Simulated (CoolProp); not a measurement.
Vapour-liquid equilibrium of dimethyl ether (1) + R227EA (2) at 229.6 K; x and y are mole fractions of (1).

Computed with CoolProp (multi-fluid Helmholtz-energy mixture model, Wu 2011 and Lemmon 2016; pair parameters Bell 2016).

| x | bubble pressure, mixture model (bar) | bubble pressure, Raoult's law (bar) | y, mixture model | y, Raoult's law |
|---|---|---|---|---|
| 0.05 | 0.2524 | 0.2714 | 0.015 | 0.076 |
| 0.2 | 0.2189 | 0.2939 | 0.133 | 0.282 |
| 0.35 | 0.2110 | 0.3165 | 0.388 | 0.458 |
| 0.5 | 0.2378 | 0.3390 | 0.663 | 0.611 |
| 0.65 | 0.2877 | 0.3615 | 0.843 | 0.745 |
| 0.8 | 0.3442 | 0.3841 | 0.938 | 0.863 |
| 0.95 | 0.3974 | 0.4066 | 0.988 | 0.968 |

The largest gap from Raoult's law is -33.3 % in bubble pressure, at x = 0.35. y crosses x between x = 0.2 and 0.35: the model has an azeotrope there.

The pair parameters rest on a limited set of measurements; away from them the model extrapolates.
